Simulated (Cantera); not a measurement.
Equilibrium for sublimation and decomposition of ceramics: ZrN + H2

Feed: 1 mol ZrN, 3 mol H2, held at 77.0 Pa.

Cantera equilibrium calculation (NASA polynomials, part measured and part estimated; ideal gas, pure solids and liquids). Candidate condensed phases: Zr, ZrN; 11 gas species. Mutual solubility and eutectic melting of coexisting phases are not modelled. ZrN: taken at fixed stoichiometry. Condensed phases not in the tables: N, O or C dissolved in the metal. Kinetics and transport are ignored.

```tsv
T (K)	log p H2	log p H	log p Zr	log p N2	n ZrN(s)	n Zr(l)
1625	-3.11	-5.71	-12.67	-12.97	1.00	0
1775	-3.12	-5.10	-10.93	-11.23	1.00	0
1925	-3.13	-4.58	-9.46	-9.76	1.000	0
2075	-3.16	-4.15	-8.21	-8.51	1.000	0
2225	-3.21	-3.80	-7.12	-7.42	1.000	0
2375	-3.33	-3.52	-6.19	-6.46	0.997	0.000195
2525	-3.54	-3.32	-5.44	-5.48	0.962	0.0168
```
log p: log10 of the partial pressure in bar; n: condensed amount in mol.

From 1625 K to 2225 K the condensed part is ZrN(s). From 2375 K to 2525 K the condensed part is Zr(l) + ZrN(s).
